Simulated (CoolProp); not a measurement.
Acetone along the isobar 473 kPa: Z from the reference equation and from simpler models built on Tc = 508.1 K, pc = 4692 kPa, ω = 0.307; each cubic takes its own stable root.

The numbers come from the reference Helmholtz-energy equation of state, Lemmon 2006 in CoolProp. It is a short technical equation, of lower accuracy than the large ones.

```
T (K)  phase  reference
-----  -----  ---------
410.6    gas     0.9053
421.3    gas     0.9154
432.1    gas     0.9239
442.8    gas     0.9312
453.5    gas     0.9375
464.2    gas     0.9429
475      gas     0.9478
485.7    gas     0.9520
496.4    gas     0.9558
507.1    gas     0.9591
517.8    gas     0.9621
528.6    gas     0.9649
539.3    gas     0.9673
550      gas     0.9695
```

**Question.** How far does each simpler model (Pitzer virial, Redlich-Kwong, Peng-Robinson) lie from the reference over these 14 states: mean and median of the absolute difference, and the worst?

**Answer.** 
- Pitzer virial: mean 1.0 %, median 0.7 %, worst +2.2 % at 410.6 K and 473 kPa
- Redlich-Kwong: mean 1.2 %, median 0.9 %, worst +3.2 % at 410.6 K and 473 kPa
- Peng-Robinson: mean 0.6 %, median 0.3 %, worst +1.9 % at 410.6 K and 473 kPa
